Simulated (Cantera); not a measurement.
Cantera run:

```python
import numpy as np
import cantera as ct

gas_names = """
    CL CL2 H HCL H2 Si SiCL SiCL2 SiCL3 SiCL4 SiH SiHCL3 SiH2 SiH2CL2 SiH3 SiH3CL SiH4 Si2 Si3
""".split()
cond_names = """
    Si(cr) Si(L)
""".split()


# ... load() reads the species with a 1 bar reference pressure and builds the phases ...
atoms = {
    'Si': {'Si': 1},
    'HCl': {'H': 1, 'CL': 1},
    'H2': {'H': 2},
}
top_T = {}  # K; cautious upper limits of use, not melting points


# ... equilibrate(T, P, feed) seeds the gas with the atoms and calls Mixture.equilibrate('TP', solver="vcs", rtol=1e-11, max_steps=5000) ...
results = []
feed = {'Si': 1, 'HCl': 4.1, 'H2': 0.3}  # mol
T = 823.15  # K
P = 160000  # Pa
mix = equilibrate(T, P, feed)
results.append((T, P, feed, dict(zip(mix.species_names, mix.species_moles))))
x = sorted(zip(gas.X, gas.species_names), reverse=True)
print(f"T = {T:g} K  P = {P:g} Pa  gas = {mix.phase_moles(0):.4g} mol")
print("   x: " + "  ".join(f"{s} {v:.3e}" for v, s in x if v > 1e-06))
print("   condensed (mol): " + ("  ".join(f"{mix.phase(i).name} {mix.phase_moles(i):.4g}"
      for i in range(1, mix.n_phases) if mix.phase_moles(i) > 1e-12) or "none"))
```

It prints:

```
T = 823.15 K  P = 160000 Pa  gas = 3.4 mol
   x: H2 6.700e-01  SiCL4 2.876e-01  HCL 3.593e-02  SiHCL3 6.484e-03  SiH2CL2 1.230e-05  SiCL3 6.830e-06
   condensed (mol): none
```

Method: chemical equilibrium by Gibbs-energy minimisation in Cantera with the NASA 1993 tables (ideal gas, pure condensed phases).
